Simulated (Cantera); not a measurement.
What does this Cantera script print?

```python
import numpy as np
import cantera as ct

gas = ct.Solution("gri30.yaml", transport_model="multicomponent")
show = ['H2O', 'CH4', 'N2']

rows = []
print(f"{'T/K':>7s}{'rho':>11s}{'cp':>10s}{'mu':>11s}{'lambda':>11s}{'Pr':>7s}" + "".join(f"{'D_' + s:>11s}" for s in show))
for T in [400, 500, 600, 700, 800, 900, 1000, 1100, 1200]:
    gas.TPX = T, 190, {'NH3': 0.67, 'N2': 0.64}
    Pr = gas.cp_mass * gas.viscosity / gas.thermal_conductivity
    D = [gas.mix_diff_coeffs_mole[gas.species_index(s)] for s in show]
    rows.append([gas.density, gas.cp_mass, gas.viscosity, gas.thermal_conductivity, Pr, *D])
    print(f"{T:7g}{gas.density:11.4e}{gas.cp_mass:10.1f}{gas.viscosity:11.4e}"
          f"{gas.thermal_conductivity:11.4e}{Pr:7.3f}" + "".join(f"{d:11.4e}" for d in D))
print("SI units: kg/m3, J/kg/K, Pa s, W/m/K, m2/s")
```

It prints:

```
    T/K        rho        cp         mu     lambda     Pr      D_H2O      D_CH4       D_N2
    400 1.2795e-03    1522.2 1.8169e-05 3.9877e-02  0.694 1.9813e-02 2.0267e-02 2.0384e-02
    500 1.0236e-03    1605.4 2.1937e-05 5.1160e-02  0.688 3.0782e-02 3.0368e-02 3.0789e-02
    600 8.5301e-04    1691.6 2.5494e-05 6.2886e-02  0.686 4.3844e-02 4.1995e-02 4.2806e-02
    700 7.3115e-04    1775.6 2.8862e-05 7.4881e-02  0.684 5.8839e-02 5.5031e-02 5.6305e-02
    800 6.3976e-04    1855.2 3.2063e-05 8.7004e-02  0.684 7.5635e-02 6.9386e-02 7.1188e-02
    900 5.6867e-04    1930.8 3.5119e-05 9.9222e-02  0.683 9.4125e-02 8.4988e-02 8.7375e-02
   1000 5.1180e-04    2005.6 3.8045e-05 1.1168e-01  0.683 1.1422e-01 1.0178e-01 1.0480e-01
   1100 4.6528e-04    2069.0 4.0857e-05 1.2376e-01  0.683 1.3584e-01 1.1971e-01 1.2341e-01
   1200 4.2650e-04    2127.4 4.3568e-05 1.3573e-01  0.683 1.5892e-01 1.3874e-01 1.4316e-01
SI units: kg/m3, J/kg/K, Pa s, W/m/K, m2/s
```

Detailed kinetics in Cantera: GRI-Mech 3.0 (53 species, 325 reactions). Polar gases are described roughly by these parameters. The composition is frozen, though it would react at the higher temperatures.
